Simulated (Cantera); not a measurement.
An isothermal, constant-pressure homogeneous reactor starts with 2.77 % CO, 1.72 % O2, 0.134 % H2O, 95.4 % N2, equivalence ratio 0.81, at 1500 K and 0.320 bar.

Cantera simulation using GRI-Mech 3.0 (53 species, 325 reactions); the numbers are that mechanism's predictions, not measurements.

One state of this run: x CO = 7.10e-6; x O2 = 0.00337; x H2O = 0.00135; x NO = 3.16e-5; x HO2 = 1.24e-9; x NO2 = 1.57e-8. x: mole fraction; the columns are a selection and need not sum to one.

### Question
Which value of t (s) does it belong to?
A. 0.000400
B. 2.82
C. 0.795
D. 10.0

### Answer
D, 10.0
